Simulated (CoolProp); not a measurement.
A Linde-Hampson liquefier for oxygen: isothermal reversible compression at 230 K from 1 atm to 15 MPa, throttling to 1 atm, return gas leaving the recuperator 5 K below the feed. Each further row changes one setting.

The numbers come from the reference Helmholtz-energy equation of state, Schmidt 1985 in CoolProp.

```
case                        liquid yield per pass  compression work (kJ/kg of gas)
--------------------------  ---------------------  -------------------------------
as stated                                   0.170                              283
high pressure 30 MPa                        0.264                              316
warm-end temperature 260 K                  0.114                              327
warm-end gap 10 K                           0.159                              283
```
